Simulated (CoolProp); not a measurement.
Chloromethane (R40) at several states: Z from the reference equation and from simpler models built on Tc = 418.6 K, pc = 6929 kPa, ω = 0.150; each cubic takes its own stable root.

The numbers come from the reference Helmholtz-energy equation of state, Thol 2014 in CoolProp.

```
T (K)  p (kPa)          phase  reference  van der Waals  Redlich-Kwong  Soave-Redlich-Kwong  Peng-Robinson
-----  -------  -------------  ---------  -------------  -------------  -------------------  -------------
468.5     3570            gas     0.8616            ___            ___               0.8705            ___
499.8     79.7            gas     0.9977         0.9978         0.9977               0.9978         0.9975
259.6      131            gas     0.9611         0.9828         0.9754               0.9742         0.9732
432      22700  supercritical        ___         0.6324         0.5131               0.5161            ___
319.6     15.5            gas     0.9979         0.9987         0.9984               0.9983         0.9982
257.3      239         liquid        ___         0.9675       0.006258             0.006171            ___
```

Q: Complete the blanks.

A: 
- 468.5, van der Waals: 0.8716
- 468.5, Redlich-Kwong: 0.8646
- 468.5, Peng-Robinson: 0.8542
- 432, reference: 0.4633
- 432, Peng-Robinson: 0.4652
- 257.3, reference: 0.005702
- 257.3, Peng-Robinson: 0.005463

At some of these states van der Waals gives the other phase, because its saturation line lies elsewhere.
